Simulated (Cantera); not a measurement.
Feed: 1 mol Si, 20 mol HBr, 36 mol N2, at 2.90 mbar.

Cantera equilibrium calculation (NASA polynomials, part measured and part estimated; ideal gas, pure solids and liquids). Candidate condensed phases: Br2, Si, Si3N4; 28 gas species. The tables' values for SiBr3 are old estimates; treat these amounts as uncertain. Equilibrium is a limit: real reactors are often held back by kinetics, nucleation or transport.

log p: log10 of the partial pressure in bar; nothing condenses.

```csv
T (K),log p N2,log p HBr,log p H2,log p SiBr4,log p Br,log p SiBr2
798,-2.72,-3.07,-3.98,-4.28,-8.50,-11.36
848,-2.72,-3.07,-3.98,-4.28,-7.92,-10.27
898,-2.72,-3.07,-3.98,-4.28,-7.40,-9.31
948,-2.72,-3.07,-3.98,-4.28,___,___
998,-2.72,-3.07,-3.98,-4.28,-6.52,-7.68
1048,-2.72,-3.07,-3.98,-4.28,-6.14,-6.98
1098,-2.72,-3.07,-3.98,-4.29,___,___
1148,-2.72,-3.07,-3.98,-4.30,-5.47,-5.80
1198,-2.72,-3.07,-3.99,-4.34,-5.18,-5.33
1248,-2.72,-3.07,-4.01,-4.42,-4.90,-4.95
1298,-2.73,-3.07,-4.03,-4.56,-4.64,-4.68
1348,-2.73,-3.07,-4.05,-4.78,-4.40,-4.50
```

**Question.** Complete the blanks.

**Answer.** 
- 1098, log p Br: -5.79
- 1098, log p SiBr2: -6.36
- 948, log p Br: -6.94
- 948, log p SiBr2: -8.45
